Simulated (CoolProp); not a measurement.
Model: reference Helmholtz-energy equation of state, Lemmon 2022, in CoolProp.

Q: For R1234yf, give the phase and the Z, cv (kJ/(kg K)), isothermal compressibility (1/MPa), conductivity (mW/(m K)) at 390.6 K and 4.46 MPa.

A: 
- 390.6 K and 4.46 MPa: supercritical; Z 0.454, cv 1.12, isothermal compressibility 0.664, conductivity 35.2

Thermal conductivity comes from a separate model (Perkins 2011).
